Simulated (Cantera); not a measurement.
Charge: 1 mol SiC, 0.15 mol CO₂, 1.7 mol H₂, at 910000 Pa.

These are equilibrium values from Cantera (NASA tables, ideal gas, pure condensed phases), not measurements of a reactor. Candidate condensed phases: C, C₆H₆, C₇H₈, C₈H₁₈, H₂O, Si, SiC, SiO₂; 123 gas species. Mutual solubility and eutectic melting of coexisting phases are not modelled. The tables hold silica as quartz up to 1696 K and as liquid above; real silica turns to tridymite and cristobalite and melts near 1996 K. Gases not in the tables: Si₂H₆ and higher silanes. Kinetics and transport are ignored.

Which condensed phases are stable at each of these points (T (K)): 1125, 1275, 1425, 1575, 1725, 1875, 2025, 2175?


```csv
T (K),condensed phases,Si condensed (%)
1125,C(graphite) + SiC(s) + SiO₂(β-quartz),100.0
1275,C(graphite) + SiC(s) + SiO₂(β-quartz),100.0
1425,C(graphite) + SiC(s) + SiO₂(β-quartz),100.0
1575,C(graphite) + SiC(s) + SiO₂(β-quartz),100.0
1725,C(graphite) + SiC(s) + SiO₂(condensed),100.0
1875,SiC(s) + SiO₂(condensed),99.5
2025,SiC(s) + SiO₂(l),95.4
2175,SiC(s),92.5
```

From 1125 K to 1575 K the condensed part is C(graphite) + SiC(s) + SiO₂(β-quartz). At 1725 K the condensed part is C(graphite) + SiC(s) + SiO₂(condensed). At 1875 K the condensed part is SiC(s) + SiO₂(condensed). At 2025 K the condensed part is SiC(s) + SiO₂(l). At 2175 K the condensed part is SiC(s).
